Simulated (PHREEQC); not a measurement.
A solution holds 0.22 mol/kgw HF, 0.018 mol/kgw NaF and 0.027 mol/kgw HCl, at 33 °C. Closed to the air; pH follows from the charge balance.

The numbers come from PHREEQC with the ion-association model, phreeqc.dat.

Each row changes one thing in this solution. This is a speciation only: nothing precipitates in the calculation.

```csv
case,pH,ionic strength (mol/kgw),HF (mol/kgw),F- (mol/kgw),HF2- (mol/kgw)
as made,1.70,0.0413,0.217,0.00763,0.00671
NaF from 0.018 to 0.0162 mol/kgw,1.68,0.0406,0.216,0.00726,0.00635
NaF from 0.018 to 0.036 mol/kgw,1.90,0.0508,0.221,0.0125,0.0112
NaF left out,1.51,0.0356,0.207,0.00470,0.00394
HCl from 0.027 to 0.0297 mol/kgw,1.67,0.0432,0.218,0.00716,0.00632
0.081 mol/kgw H2SO4 added,1.05,0.142,0.232,0.00213,0.00199
NaF from 0.018 to 0.18 mol/kgw,2.76,0.178,0.181,0.0871,0.0635
0.069 mol/kgw NH3 added,2.53,0.0903,0.150,0.0394,0.0239
```

Species that the database lacks are ignored.
